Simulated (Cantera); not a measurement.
An adiabatic, constant-pressure homogeneous reactor starts with 11.0 % CO, 0.559 % H2, 0.746 % CH4, 7.97 % O2, 79.7 % N2, equivalence ratio 0.91, at 1250 K and 4.93 atm.

Computed with Cantera and GRI-Mech 3.0 (53 species, 325 reactions).

Problem. Predict: time of steepest temperature rise; temperature at 3.00 s; equilibrium temperature; x(CO) at 3.00 s; x(H2) at 3.00 s; x(O) at 3.00 s; x(O2) at 3.00 s; x(NO) at 3.00 s.

Solution. 
```
Property                                                               Value
---------------------------------  -----------------------------------------
time of steepest temperature rise                                   0.231 ms
temperature at 3.00 s                                                 2252 K
equilibrium temperature                                               2252 K
x(CO) at 3.00 s                      0.00497 (gas-phase equilibrium 0.00497)
x(H2) at 3.00 s                    0.000162 (gas-phase equilibrium 0.000162)
x(O) at 3.00 s                     0.000154 (gas-phase equilibrium 0.000154)
x(O2) at 3.00 s                      0.00842 (gas-phase equilibrium 0.00842)
x(NO) at 3.00 s                      0.00294 (gas-phase equilibrium 0.00294)
```
